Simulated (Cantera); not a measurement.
A perfectly stirred reactor is fed with 29.4 % NH₃, 70.6 % N₂, at 0.133 bar; it is held at 1725 K, and followed from long to short residence time.

Cantera simulation using the gas-phase N/H chemistry of the illustrative SiF4/NH3 mechanism in the Surface Chemkin manual (1991); the numbers are that mechanism's predictions, not measurements. Walls and surfaces, which speed up NH3 decomposition in real reactors, are not modelled.

x: mole fraction; the columns are a selection and need not sum to one.

```
τ (s)    x NH₃      x H     x NH₂      x H₂   x N₂
-------  -----  -------  --------  --------  -----
2.6      0.188      ___  0.000119     0.123  0.689
0.92     0.243      ___  0.000146    0.0594  0.698
0.32     0.274      ___  0.000166    0.0236  0.703
0.11     0.287      ___  0.000179   0.00829  0.705
0.038    0.292      ___  0.000178   0.00267  0.705
0.013    0.293      ___  0.000155  0.000711  0.706
0.0045   0.294      ___   9.75e-5  0.000131  0.706
0.0016   0.294      ___   4.01e-5   2.45e-5  0.706
0.00054  0.294  2.65e-8   1.37e-5   6.99e-6  0.706
0.00019  0.294  2.59e-8   4.81e-6   2.40e-6  0.706
```

### Question
Complete the blanks.

### Answer

- 2.6, x H: 3.03e-5
- 0.92, x H: 1.40e-5
- 0.32, x H: 5.71e-6
- 0.11, x H: 2.12e-6
- 0.038, x H: 7.42e-7
- 0.013, x H: 2.34e-7
- 0.0045, x H: 6.72e-8
- 0.0016, x H: 3.11e-8
